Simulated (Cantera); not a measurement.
What does this Cantera script print?

```python
import numpy as np
import cantera as ct

gas_names = """
    AL ALH ALO ALOH ALO2 ALO2H AL2 AL2O AL2O2 H HALO HO2 H2 H2O H2O2 O OH O2 O3
""".split()
cond_names = """
    AL(cr) AL(L) AL2O3(a) AL2O3(L) H2O(s) H2O(L)
""".split()


# ... load() reads the species with a 1 bar reference pressure and builds the phases ...
atoms = {
    'Al': {'AL': 1},
    'H2O': {'H': 2, 'O': 1},
    'H2': {'H': 2},
}
top_T = {}  # K; cautious upper limits of use, not melting points


# ... equilibrate(T, P, feed) seeds the gas with the atoms and calls Mixture.equilibrate('TP', solver="vcs", rtol=1e-11, max_steps=5000) ...
results = []
feed = {'Al': 1, 'H2O': 15, 'H2': 9.3}  # mol
T = 2098  # K
P = 133.322  # Pa
mix = equilibrate(T, P, feed)
results.append((T, P, feed, dict(zip(mix.species_names, mix.species_moles))))
x = sorted(zip(gas.X, gas.species_names), reverse=True)
print(f"T = {T:g} K  P = {P:g} Pa  gas = {mix.phase_moles(0):.4g} mol")
print("   x: " + "  ".join(f"{s} {v:.3e}" for v, s in x if v > 1e-06))
print("   condensed (mol): " + ("  ".join(f"{mix.phase(i).name} {mix.phase_moles(i):.4g}"
      for i in range(1, mix.n_phases) if mix.phase_moles(i) > 1e-12) or "none"))
```

Output:

```
T = 2098 K  P = 133.322 Pa  gas = 25.11 mol
   x: H2O 5.277e-01  H2 4.089e-01  H 5.389e-02  OH 8.253e-03  O 7.759e-04  O2 4.270e-04  ALO2H 2.174e-05  ALOH 3.697e-06
   condensed (mol): AL2O3(a) 0.4997
```

Cantera equilibrium calculation (NASA polynomials, part measured and part estimated; ideal gas, pure solids and liquids).
